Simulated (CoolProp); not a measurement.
Properties of o-xylene at several states (Tc = 630.3 K, pc = 3.737 MPa, ω = 0.312).

Model: reference Helmholtz-energy equation of state, Zhou 2012, in CoolProp.

```tsv
T (K)	p (MPa)	phase	density (kg/m³)	cv (kJ/(kg K))	speed of sound (m/s)	Joule-Thomson coefficient (K/MPa)
272.4	4.25	liquid	900.2	1.311	1464	-0.4933
268.6	0.558	liquid	901.1	1.300	1463	-0.4954
442.7	7.56	liquid	757.3	1.829	873.6	-0.2684
534.8	5.33	liquid	654.0	2.115	553.9	0.01858
575.5	6.38	liquid	603.6	2.230	444.7	0.2539
540.2	8.03	liquid	657.8	2.126	580.8	-0.02062
```
